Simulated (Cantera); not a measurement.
**Moist CO burnout**

An isothermal, constant-pressure homogeneous reactor starts with CO : O2 : H2O : N2 = 0.0038 : 0.0066 : 0.0015 : 1 (molar parts), equivalence ratio 0.29, at 1173 K and 0.660 bar.

Cantera simulation using GRI-Mech 3.0 (53 species, 325 reactions); the numbers are that mechanism's predictions, not measurements.

```
t (s)         x CO     x O2    x H2O      x OH       x O     x NO     x HO2
--------  --------  -------  -------  --------  --------  -------  --------
3.00e-6    0.00376  0.00652  0.00148    <1e-12  1.54e-12   <1e-12    <1e-12
1.35e-5    0.00376  0.00652  0.00148    <1e-12  6.93e-12   <1e-12    <1e-12
6.05e-5    0.00376  0.00652  0.00148    <1e-12  3.10e-11   <1e-12    <1e-12
0.000272   0.00376  0.00652  0.00148  3.76e-12  1.38e-10   <1e-12    <1e-12
0.00122    0.00376  0.00652  0.00148  5.29e-11  6.67e-10   <1e-12  1.90e-11
0.00548    0.00376  0.00652  0.00148   1.85e-9   1.31e-8   <1e-12   2.00e-9
0.0246     0.00314  0.00616  0.00143   2.17e-5  0.000135  8.90e-9   1.02e-6
0.110     0.000240  0.00477  0.00147   9.62e-6   1.47e-5  1.19e-7   4.53e-7
0.496      1.16e-5  0.00466  0.00148   2.44e-6   7.45e-7  1.31e-7   5.99e-8
2.23       3.85e-7  0.00465  0.00148   6.34e-7   4.22e-8  1.34e-7   3.24e-9
10.0       6.78e-9  0.00465  0.00149   2.65e-7   7.20e-9  1.36e-7  3.85e-10
```
x: mole fraction; the columns are a selection and need not sum to one.

Equilibrium at this temperature and pressure: CO 6.23e-10, O2 0.00464, H2O 0.00149, OH 1.08e-7, O 1.18e-9, NO 2.65e-5, HO2 6.21e-11 (gas phase only).
